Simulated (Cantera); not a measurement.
Thermodynamics of silicon carbide growth, feed SiF₄ + C₃H₈ + H₂

Feed: 1 mol SiF₄, 0.035 mol C₃H₈, 1300 mol H₂, held at 1150 K and 0.0120 bar.

Method: chemical equilibrium by Gibbs-energy minimisation in Cantera with the NASA 1993 tables (ideal gas, pure condensed phases). Candidate condensed phases: C, C₆H₆, C₇H₈, C₈H₁₈, Si, SiC; 113 gas species. The tables' values for SiF₃ are old estimates; treat these amounts as uncertain. Equilibrium is a limit: real reactors are often held back by kinetics, nucleation or transport.

| Quantity | Result |
|---|---|
| x(H₂) | 0.999 |
| x(SiF₄) | 0.000656 |
| x(HF) | 0.000250 |
| x(SiHF₃) | 4.78e-5 |
| x(CH₄) | 3.56e-5 |
| x(SiF₃) | 1.70e-5 |
| x(SiH₂F₂) | 1.74e-6 |
| n(SiC(s)) | 0.0586 mol |
| gas amount | 1301 mol |
| log10 activity of C(graphite) (absent) | -0.90 |
| log10 activity of Si(s) (absent) | -2.02 |
